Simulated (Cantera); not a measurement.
Thermodynamics of abatement and gas-phase synthesis, feed CO2 + O2 + N2 + SO2

A closed system holds: 1 mol CO2, 0.35 mol O2, 0.38 mol N2, 0.006 mol SO2, held at 0.133 bar.

These are equilibrium values from Cantera (NASA tables, ideal gas, pure condensed phases), not measurements of a reactor. Candidate condensed phases: C, S; 58 gas species. Ions and electrons are included (thermal ionisation). Kinetics and transport are ignored.

| T (°C) | x O | x CO | x O2 | x N2 | x CO2 | x N | x NO |
|---|---|---|---|---|---|---|---|
| 2727 | 0.146 | 0.296 | 0.221 | 0.159 | 0.153 | 1.52e-5 | 0.0220 |
| 3227 | 0.400 | 0.339 | 0.0875 | 0.127 | 0.0233 | 0.000216 | 0.0208 |
| 3727 | 0.518 | 0.328 | 0.0162 | 0.119 | 0.00305 | 0.00167 | 0.0127 |
| 4227 | 0.540 | 0.323 | 0.00314 | 0.115 | 0.000543 | 0.00836 | 0.00744 |
| 4727 | 0.540 | 0.318 | 0.000793 | 0.104 | 0.000133 | 0.0293 | 0.00450 |
x: gas mole fraction; nothing condenses.

From 2727 °C to 4727 °C nothing is condensed. The main C-bearing gas is CO throughout.
